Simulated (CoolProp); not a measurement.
Properties of ethylene along the isobar 18900 kPa.

Model: reference Helmholtz-energy equation of state, Smukala 2000, in CoolProp.

| T (°C) | phase | cv (kJ/(kg K)) | Joule-Thomson coefficient (K/MPa) |
|---|---|---|---|
| 4.05 | liquid | 1.399 | 0.05993 |
| 15.55 | supercritical | 1.423 | 0.1992 |
| 27.15 | supercritical | 1.451 | 0.3692 |
| 38.65 | supercritical | … | 0.5701 |
| 50.15 | supercritical | 1.513 | 0.8022 |
| 61.65 | supercritical | 1.545 | 1.057 |
| 73.15 | supercritical | … | … |
| 84.65 | supercritical | 1.609 | 1.559 |
| 96.25 | supercritical | 1.640 | 1.762 |
| 107.75 | supercritical | 1.671 | 1.910 |
| 119.25 | supercritical | 1.701 | 2.000 |
| 130.75 | supercritical | 1.731 | 2.039 |
| 142.25 | supercritical | 1.762 | 2.039 |
| 153.85 | supercritical | 1.793 | 2.009 |
| 165.35 | supercritical | 1.825 | 1.959 |
| 176.85 | supercritical | 1.857 | … |

**Question.** Fill in the missing entries.

**Answer.** 
- 38.65, cv (kJ/(kg K)): 1.481
- 73.15, cv (kJ/(kg K)): 1.578
- 73.15, Joule-Thomson coefficient (K/MPa): 1.316
- 176.85, Joule-Thomson coefficient (K/MPa): 1.896
